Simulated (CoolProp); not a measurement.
Saturation properties of C3F8 (R218) (Tc = 71.9 °C, pc = 26.40 bar, ω = 0.317).

The numbers come from the reference Helmholtz-energy equation of state, Lemmon 2006 in CoolProp. It is a short technical equation, of lower accuracy than the large ones.

```json
[
 {"T (°C)": "-81.95", "p (bar)": "0.07279", "liquid density (kg/m³)": "1778", "enthalpy of vaporisation (kJ/kg)": "120.1", "liquid cp (kJ/(kg K))": "0.8852"},
 {"T (°C)": "-74.35", "p (bar)": "0.1254", "liquid density (kg/m³)": "1751", "enthalpy of vaporisation (kJ/kg)": "117.8", "liquid cp (kJ/(kg K))": "0.8990"},
 {"T (°C)": "-66.85", "p (bar)": "0.2048", "liquid density (kg/m³)": "1724", "enthalpy of vaporisation (kJ/kg)": "115.4", "liquid cp (kJ/(kg K))": "0.9130"},
 {"T (°C)": "-59.25", "p (bar)": "0.3228", "liquid density (kg/m³)": "1696", "enthalpy of vaporisation (kJ/kg)": "112.9", "liquid cp (kJ/(kg K))": "0.9278"},
 {"T (°C)": "-51.65", "p (bar)": "0.4902", "liquid density (kg/m³)": "1668", "enthalpy of vaporisation (kJ/kg)": "110.4", "liquid cp (kJ/(kg K))": "0.9431"},
 {"T (°C)": "-44.05", "p (bar)": "0.7206", "liquid density (kg/m³)": "1640", "enthalpy of vaporisation (kJ/kg)": "107.8", "liquid cp (kJ/(kg K))": "0.9591"},
 {"T (°C)": "-36.45", "p (bar)": "1.029", "liquid density (kg/m³)": "1610", "enthalpy of vaporisation (kJ/kg)": "105.0", "liquid cp (kJ/(kg K))": "0.9758"},
 {"T (°C)": "-28.85", "p (bar)": "1.432", "liquid density (kg/m³)": "1580", "enthalpy of vaporisation (kJ/kg)": "102.2", "liquid cp (kJ/(kg K))": "0.9934"},
 {"T (°C)": "-21.25", "p (bar)": "1.946", "liquid density (kg/m³)": "1549", "enthalpy of vaporisation (kJ/kg)": "99.17", "liquid cp (kJ/(kg K))": "1.012"},
 {"T (°C)": "-13.65", "p (bar)": "2.592", "liquid density (kg/m³)": "1516", "enthalpy of vaporisation (kJ/kg)": "96.01", "liquid cp (kJ/(kg K))": "1.032"},
 {"T (°C)": "-6.15", "p (bar)": "3.377", "liquid density (kg/m³)": "1483", "enthalpy of vaporisation (kJ/kg)": "92.70", "liquid cp (kJ/(kg K))": "1.054"},
 {"T (°C)": "1.45", "p (bar)": "4.344", "liquid density (kg/m³)": "1448", "enthalpy of vaporisation (kJ/kg)": "89.11", "liquid cp (kJ/(kg K))": "1.077"},
 {"T (°C)": "9.05", "p (bar)": "5.504", "liquid density (kg/m³)": "1410", "enthalpy of vaporisation (kJ/kg)": "85.26", "liquid cp (kJ/(kg K))": "1.104"}
]
```

It boils at -36.8 °C under 1 atm.
